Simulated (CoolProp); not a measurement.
Properties of chloromethane (R40) along the isotherm 290.5 K (Tc = 418.6 K, pc = 6929 kPa, ω = 0.150).

Model: reference Helmholtz-energy equation of state, Thol 2014, in CoolProp.

| p (kPa) | phase | isothermal compressibility (1/MPa) | expansivity (1/kK) |
|---|---|---|---|
| 1730 | liquid | 0.002240 | ___ |
| 3460 | liquid | ___ | 2.069 |
| 5200 | liquid | 0.002066 | 2.022 |
| 6930 | liquid | 0.001991 | ___ |
| 8660 | liquid | 0.001922 | ___ |
| 10400 | liquid | ___ | 1.902 |
| 12100 | liquid | ___ | 1.867 |
| 13900 | liquid | 0.001742 | ___ |
| 15600 | liquid | 0.001692 | 1.802 |
| 17300 | liquid | 0.001645 | 1.773 |

Q: Some entries are withheld; supply them.

A: 
- 1730, expansivity (1/kK): 2.120
- 3460, isothermal compressibility (1/MPa): 0.002149
- 6930, expansivity (1/kK): 1.979
- 8660, expansivity (1/kK): 1.939
- 10400, isothermal compressibility (1/MPa): 0.001857
- 12100, isothermal compressibility (1/MPa): 0.001799
- 13900, expansivity (1/kK): 1.833
